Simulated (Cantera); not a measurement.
## Thermodynamics of silicon carbide growth, feed CH3SiH3 + C2H2 + H2

Feed: 1 mol CH3SiH3, 0.02 mol C2H2, 21 mol H2, at 825 °C and 260 Pa.

Method: chemical equilibrium by Gibbs-energy minimisation in Cantera with the NASA 1993 tables (ideal gas, pure condensed phases). Candidate condensed phases: C, C6H6, C7H8, C8H18, Si, SiC; 87 gas species. The feed counts by its element totals alone. Rates play no part.

The x(H2) is 1.000 and the x(CH4) is 9.49e-5. The n(C(graphite)) is 0.0377 mol and the n(SiC(s)) is 1.00 mol. The gas amount is 24.02 mol. The log10 activity of Si(s) (absent) comes out as -3.07.
